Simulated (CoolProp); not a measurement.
A single-stage vapour-compression cycle with c-C4F8 (RC318): evaporating at 260.15 K (dew point), condensing at 320.15 K (bubble point), superheat 0 K, subcooling 0 K, compressor efficiency 0.85, no pressure losses. Each further row changes one setting.

Values from CoolProp's reference Helmholtz-energy equation of state, Platzer 1990. This equation is an older, rougher fit; its heat capacities, sound speeds and derivatives of the liquid may be far off and weren't checked against measurements.

```tsv
case	cooling COP	pressure ratio	discharge temperature (K)	refrigerating effect (kJ/kg)	volumetric capacity (kJ/m³)
as stated	2.17	7.97	320.1	53.5	385
evaporating temperature 265.15 K	2.55	6.42	320.1	56.8	501
condensing temperature 315.15 K	2.56	6.94	315.1	59.3	427
subcooling 5 K	2.40	7.97	320.1	59.3	427
superheat 10 K	2.30	7.97	320.1	60.9	420
compressor efficiency 0.75	1.91	7.97	320.1	53.5	385
```

The compression ends wet for: as stated; evaporating temperature 265.15 K; condensing temperature 315.15 K; subcooling 5 K; superheat 10 K; compressor efficiency 0.75.
